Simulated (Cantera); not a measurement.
Input: 1 mol trisilylamine, 2.4 mol NH₃, 2.3 mol H₂, at 1898.15 K and 0.000890 bar.

Method: chemical equilibrium by Gibbs-energy minimisation in Cantera with the NASA 1993 tables (ideal gas, pure condensed phases). Candidate condensed phases: Si, Si₃N₄; 18 gas species. The feed counts by its element totals alone. The tables' values for SiN are old estimates; treat these amounts as uncertain. Gases not in the tables: Si₂H₆ and higher silanes. Equilibrium is a limit: real reactors are often held back by kinetics, nucleation or transport.

Base state: H₂ 0.825, N₂ 0.137, H 0.0238, Si 0.0138, SiH 0.000327, Si₂ 0.000111, Si₂N 7.44e-5, SiN 5.13e-5 (mole fractions); condensed: Si(l).

Task: What changes in the equilibrium state with this change: temperature from 1898.15 K to 1800 K?

Result: 
| species | before | after |
|---|---|---|
| H₂ | 0.825 | 0.846 |
| N₂ | 0.137 | 0.139 |
| H | 0.0238 | 0.0110 |
| Si | 0.0138 | 0.00357 |
| Si₂ | 0.000111 | 2.16e-5 |
| Si₃ | 2.50e-5 | 5.13e-6 |
| SiH | 0.000327 | 0.000112 |
| SiN | 5.13e-5 | 1.76e-5 |
| Si(l), mol | 2.82 | 2.95 |
